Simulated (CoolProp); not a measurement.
CH3F (R41) along the isotherm 202.5 K: Z from the reference equation and from simpler models built on Tc = 317.3 K, pc = 59.06 bar, ω = 0.200; each cubic takes its own stable root.

Model: reference Helmholtz-energy equation of state, Lemmon 2006, in CoolProp. It is a short technical equation, of lower accuracy than the large ones.

```json
[
 {"p (bar)": "1.87", "phase": "liquid", "reference": "0.004370"},
 {"p (bar)": "3.84", "phase": "liquid", "reference": "0.008971"},
 {"p (bar)": "7.88", "phase": "liquid", "reference": "0.01840"},
 {"p (bar)": "16.2", "phase": "liquid", "reference": "0.03777"},
 {"p (bar)": "33.2", "phase": "liquid", "reference": "0.07717"},
 {"p (bar)": "68.2", "phase": "liquid", "reference": "0.1576"},
 {"p (bar)": "140", "phase": "liquid", "reference": "0.3201"},
 {"p (bar)": "288", "phase": "liquid", "reference": "0.6460"},
 {"p (bar)": "591", "phase": "liquid", "reference": "1.285"}
]
```

Problem. How far does each simpler model (Soave-Redlich-Kwong, Peng-Robinson) lie from the reference over these 9 states: mean and median of the absolute difference, and the worst?

Solution. 
- Soave-Redlich-Kwong: mean 25.8 %, median 25.9 %, worst +26.0 % at 202.5 K and 1.87 bar
- Peng-Robinson: mean 11.6 %, median 11.5 %, worst +12.1 % at 202.5 K and 591 bar
